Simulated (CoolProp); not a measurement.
Computed with CoolProp (reference Helmholtz-energy equation of state, Platzer 1990). This equation is an older, rougher fit.

### Question
For c-C4F8 (RC318), give the phase and the isothermal compressibility (1/MPa), fugacity coefficient at 57.75 °C and 0.207 MPa.

### Answer
- 57.75 °C and 0.207 MPa: gas; isothermal compressibility 5.06, fugacity coefficient 0.958
